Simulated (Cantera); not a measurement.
A freely propagating, adiabatic, planar premixed flame of 46.9 % H2, 11.2 % O2, 42.0 % N2, equivalence ratio 2.1, unburnt at 500 K and 0.160 bar; multicomponent+Soret transport, grid criteria slope 0.08 and curve 0.16, no radiation.

Cantera simulation using the H2/O2 subset of GRI-Mech 3.0, which has no nitrogen chemistry; the numbers are that mechanism's predictions, not measurements. Burning velocities carry a grid error of a few per cent, more on coarse grids.

Question: Predict: laminar burning velocity; thermal thickness; peak x(OH); peak x(H); peak x(HO2); peak x(O).

Answer: 
| Quantity | Result |
|---|---|
| laminar burning velocity | 490 cm/s |
| thermal thickness | 4.54 mm |
| peak x(OH) | 0.00398 |
| peak x(H) | 0.119 |
| peak x(HO2) | 7.31e-5 |
| peak x(O) | 0.00414 |
